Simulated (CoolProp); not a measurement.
The fluid at 298.15 K and 5.64 MPa flows at 0.29 m/s in a round tube of 6 mm bore and 1.5 µm roughness, fully developed (64/Re and Nu = 3.66 if laminar; Colebrook and Gnielinski if turbulent). The same conditions are run with several fluids, on thermodynamics alone (safety and materials aside).

Model: reference Helmholtz-energy equation of state of each fluid (nitrogen: Span 2000; CF4 (R14): Platzer 1990; dry air: Lemmon 2000; C2F6 (R116): Lemmon 2006; oxygen: Schmidt 1985), in CoolProp. The equations of Platzer and Polt are older, rougher fits. Blends and air are pseudo-pure fits.

| fluid | Reynolds number | Darcy friction factor | pressure drop (Pa/m) | heat-transfer coefficient (W/(m² K)) | mass flow (kg/h) |
|---|---|---|---|---|---|
| nitrogen | 5920 | 0.0359 | 16.1 | 92.3 | 1.89 |
| CF4 (R14) | 19500 | 0.0266 | ___ | ___ | 7.40 |
| dry air | ___ | 0.0359 | 16.8 | ___ | 1.97 |
| C2F6 (R116) | 21000 | 0.0261 | ___ | 748 | 30.3 |
| oxygen | 5990 | 0.0358 | 18.9 | 95.8 | 2.22 |

Task: Some entries are withheld; supply them.

Result: 
- CF4 (R14), pressure drop (Pa/m): 46.7
- CF4 (R14), heat-transfer coefficient (W/(m² K)): 206
- dry air, Reynolds number: 5950
- dry air, heat-transfer coefficient (W/(m² K)): 93.0
- C2F6 (R116), pressure drop (Pa/m): 188

Transport values come from each fluid's own correlations; those of CF4 (R14), C2F6 (R116) are estimates that may be off by 10 % or more.
